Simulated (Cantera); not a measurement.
An isothermal plug-flow reactor at 1098 K and 1.00 bar (inlet), inlet velocity 1.4 m/s, active area per volume 1000 1/m; feed 0.573 % CH₄, 3.74 % O₂, 92.4 % N₂, 3.28 % H₂O, equivalence ratio 0.31.

Detailed kinetics in Cantera: Deutschmann's 1995 Pt surface mechanism with GRI-Mech 3.0 gas chemistry. Catalytic surfaces can have several steady states; this one follows from the mechanism file's or the stated starting coverage. Mass transfer to the wall is taken as infinitely fast.

Predict: x(CH₄) at z = 0.0046 m; x(O₂) at z = 0.0046 m; x(H₂O) at z = 0.0046 m; x(CO₂) at z = 0.0046 m; x(CO) at z = 0.0046 m; θ(free Pt) at the exit; θ(O*) at the exit; θ(OH*) at the exit.


```
Quantity                 Result
----------------------  -------
x(CH₄) at z = 0.0046 m  0.00194
x(O₂) at z = 0.0046 m    0.0300
x(H₂O) at z = 0.0046 m   0.0402
x(CO₂) at z = 0.0046 m  0.00373
x(CO) at z = 0.0046 m   1.96e-6
θ(free Pt) at the exit    0.383
θ(O*) at the exit         0.613
θ(OH*) at the exit      0.00320
```
